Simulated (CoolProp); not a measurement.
A single-stage vapour-compression cycle with the fluid: evaporating at 313.15 K (dew point), condensing at 370.15 K (bubble point), superheat 10 K, subcooling 8 K, compressor efficiency 0.8, no pressure losses. The same conditions are run with several fluids, on thermodynamics alone (safety and materials aside).

Computed with CoolProp (reference Helmholtz-energy equation of state of each fluid (R365MFC: Lemmon 2016; isobutene: Lemmon 2005; n-butane: Bücker 2006; hexamethyldisiloxane (MM): Thol 2016; R141b: Lemmon 2006; R1336mzz(Z): McLinden 2020)).

```csv
fluid,cooling COP,pressure ratio,discharge temperature (K),refrigerating effect (kJ/kg),volumetric capacity (kJ/m³)
R365MFC,3.47,5.42,370.2,127,733
isobutene,3.34,3.68,379.5,230,2520
n-butane,3.36,3.80,375.1,231,2090
hexamethyldisiloxane (MM),3.34,8.01,370.1,139,96.9
R141b,3.74,4.76,385.4,167,1010
R1336mzz(Z),3.41,5.14,370.2,106,880
```

The compression ends wet for: R365MFC; hexamethyldisiloxane (MM); R1336mzz(Z).
